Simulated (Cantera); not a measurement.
Charge: 1 mol CaCl2, 0.088 mol O2, 17 mol H2, held at 975 °C and 135 Torr.

Equilibrium computed with Cantera from the NASA thermochemical tables; the gas is ideal and each condensed phase is pure. Candidate condensed phases: Ca, CaCl2, CaO, Ca(OH)2, H2O; 21 gas species. Mutual solubility and eutectic melting of coexisting phases are not modelled. Condensed phases not in the tables: oxide chlorides. Rates play no part.

What is the equilibrium state?


* **x(H2)**: 0.987
* **x(H2O)**: 0.00812
* **x(HCl)**: 0.00441
* **x(CaCl2)**: 0.000112
* **x(H)**: 1.10e-6
* **n(CaCl2(l))**: 0.961 mol
* **n(CaO(s))**: 0.0376 mol
* **gas amount**: 17.04 mol
* **log10 activity of Ca(l) (absent)**: -11.50
